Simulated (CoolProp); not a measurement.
Vapour-liquid equilibrium of C2F6 (R116) (1) + R134a (2) at 251.3 K; x and y are mole fractions of (1).

The numbers come from the multi-fluid Helmholtz-energy mixture model, Lemmon 2006 and Tillner-Roth 1994; pair parameters Bell 2016 in CoolProp.

```tsv
x	bubble pressure, mixture model (bar)	bubble pressure, Raoult's law (bar)	y, mixture model	y, Raoult's law
0.05	2.632	1.658	[?]	0.298
0.2	[?]	2.958	0.785	0.669
0.35	6.920	4.259	0.838	0.813
0.5	[?]	5.559	[?]	0.890
0.65	[?]	6.859	[?]	0.938
0.8	8.891	8.159	[?]	0.970
0.95	9.641	9.460	[?]	0.994
```

Question: Complete the blanks.

Answer: 
- 0.05, y, mixture model: 0.536
- 0.2, bubble pressure, mixture model (bar): 5.487
- 0.5, bubble pressure, mixture model (bar): 7.678
- 0.5, y, mixture model: 0.862
- 0.65, bubble pressure, mixture model (bar): 8.253
- 0.65, y, mixture model: 0.883
- 0.8, y, mixture model: 0.914
- 0.95, y, mixture model: 0.971

The largest gap from Raoult's law is +85.5 % in bubble pressure, at x = 0.2. No azeotrope shows between x = 0.05 and 0.95.

The pair parameters rest on a limited set of measurements; away from them the model extrapolates. With so large a gap from Raoult's law the liquid may split in two, which this calculation doesn't test in full.
